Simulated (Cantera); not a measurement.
Feed: 1 mol AlN, 7.4 mol N2, equilibrated at 2273.15 K and 420 Pa.

Method: chemical equilibrium by Gibbs-energy minimisation in Cantera with the NASA 1993 tables (ideal gas, pure condensed phases). Candidate condensed phases: Al, AlN; 5 gas species. Rates play no part.

Base state: N2 0.888, Al 0.112 (mole fractions); condensed: gas only.

Q: What changes in the equilibrium state with this change: AlN replaced by ZrN?

A: 
```json
[
 {"species": "N2", "before": "0.888", "after": "1.000"},
 {"species": "Al", "before": "0.112", "after": "0"},
 {"species": "ZrN(s), mol", "before": "0", "after": "1.000"}
]
```
ZrN: taken at fixed stoichiometry. Further candidate phases: Zr, ZrN.
